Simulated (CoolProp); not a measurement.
Vapour-liquid equilibrium of hydrogen sulfide (1) + isobutane (2) at -39.35 °C; x and y are mole fractions of (1).

Values from CoolProp's multi-fluid Helmholtz-energy mixture model, Lemmon 2006 and Bücker 2006; pair parameters Kunz 2012.

Problem. Give the bubble pressure and the first vapour's composition at x = 0.2, 0.8, 0.95. Is there an azeotrope?

Solution. x = 0.2: 121.5 kPa, y = 0.794; x = 0.8: 235.3 kPa, y = 0.945; x = 0.95: 255.8 kPa, y = 0.981. No azeotrope shows between x = 0.05 and 0.95.

Pair parameters are fitted to limited data, so mixtures are less certain than the pure fluids. With so large a gap from Raoult's law the liquid may split in two, which this calculation doesn't test in full.
